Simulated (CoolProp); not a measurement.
A simple Rankine cycle with R21: condensing at 328.15 K, boiler at 1.53 MPa, turbine inlet 420.2 K, turbine efficiency 0.85, pump efficiency 0.8, no recuperator. Each further row changes one setting.

Values from CoolProp's reference Helmholtz-energy equation of state, Platzer 1990. This equation is an older, rougher fit; its heat capacities, sound speeds and derivatives of the liquid may be far off and weren't checked against measurements.

```json
[
 {"case": "as stated", "thermal efficiency (%)": "10.5", "net work (kJ/kg)": "27.7", "heat in (kJ/kg)": "263", "turbine exit temperature (K)": "362.4", "volume ratio over the turbine": "3.15"},
 {"case": "turbine inlet 440.2 K", "thermal efficiency (%)": "(withheld)", "net work (kJ/kg)": "29.8", "heat in (kJ/kg)": "280", "turbine exit temperature (K)": "382.4", "volume ratio over the turbine": "(withheld)"},
 {"case": "condensing temperature 320.15 K", "thermal efficiency (%)": "12.0", "net work (kJ/kg)": "32.7", "heat in (kJ/kg)": "272", "turbine exit temperature (K)": "353.0", "volume ratio over the turbine": "(withheld)"},
 {"case": "boiler pressure 1.07 MPa", "thermal efficiency (%)": "7.8", "net work (kJ/kg)": "20.9", "heat in (kJ/kg)": "270", "turbine exit temperature (K)": "(withheld)", "volume ratio over the turbine": "2.22"},
 {"case": "turbine efficiency 0.75", "thermal efficiency (%)": "(withheld)", "net work (kJ/kg)": "24.4", "heat in (kJ/kg)": "263", "turbine exit temperature (K)": "(withheld)", "volume ratio over the turbine": "3.20"}
]
```

Question: Complete the blanks.

Answer: 
- turbine inlet 440.2 K, thermal efficiency (%): 10.7
- turbine inlet 440.2 K, volume ratio over the turbine: 3.13
- condensing temperature 320.15 K, volume ratio over the turbine: 3.88
- boiler pressure 1.07 MPa, turbine exit temperature (K): 380.7
- turbine efficiency 0.75, thermal efficiency (%): 9.2
- turbine efficiency 0.75, turbine exit temperature (K): 367.1
